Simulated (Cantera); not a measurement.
Input (Python, Cantera) and output of one run.

```python
import numpy as np
import cantera as ct

gas_names = [...]  # 110 gases of nasa_gas.yaml made of C, H, O
cond_names = """
    C(gr) C6H6(L) C7H8(L) C8H18(L),n-octa H2O(s) H2O(L)
""".split()


# ... load() reads the species with a 1 bar reference pressure and builds the phases ...
atoms = {
    'C2H4': {'C': 2, 'H': 4},
    'O2': {'O': 2},
}
top_T = {'C(gr)': 4500}  # K; cautious upper limits of use, not melting points


# ... equilibrate(T, P, feed) seeds the gas with the atoms and calls Mixture.equilibrate('TP', solver="vcs", rtol=1e-11, max_steps=5000) ...
results = []
feed = {'C2H4': 1, 'O2': 0.18}  # mol
T = 2098  # K
P = 69000  # Pa
mix = equilibrate(T, P, feed)
results.append((T, P, feed, dict(zip(mix.species_names, mix.species_moles))))
x = sorted(zip(gas.X, gas.species_names), reverse=True)
print(f"T = {T:g} K  P = {P:g} Pa  gas = {mix.phase_moles(0):.4g} mol")
print("   x: " + "  ".join(f"{s} {v:.3e}" for v, s in x if v > 1e-06))
print("   condensed (mol): " + ("  ".join(f"{mix.phase(i).name} {mix.phase_moles(i):.4g}"
      for i in range(1, mix.n_phases) if mix.phase_moles(i) > 1e-12) or "none"))
```

Output:

```
T = 2098 K  P = 69000 Pa  gas = 2.364 mol
   x: H2 8.429e-01  CO 1.523e-01  H 3.401e-03  C2H2,acetylene 1.203e-03  CH4 1.625e-04  CH3 1.279e-05  H2O 7.163e-06  C2H4 2.797e-06
   condensed (mol): C(gr) 1.634
```

Cantera equilibrium calculation (NASA polynomials, part measured and part estimated; ideal gas, pure solids and liquids).
